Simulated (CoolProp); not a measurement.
Vapour-liquid equilibrium of R113 (1) + acetone (2) at 0.167 MPa; x and y are mole fractions of (1).

Model: multi-fluid Helmholtz-energy mixture model, Marx 1992 and Lemmon 2006; pair parameters Bell 2016, in CoolProp.

Q: Give the bubble temperature and the first vapour's composition at x = 0.575, 0.875, 0.95. Is there an azeotrope?

A: x = 0.575: 332.9 K, y = 0.608; x = 0.875: 334.0 K, y = 0.824; x = 0.95: 335.3 K, y = 0.917. y crosses x between x = 0.65 and 0.725: the model has an azeotrope there.

The pair parameters rest on a limited set of measurements; away from them the model extrapolates.
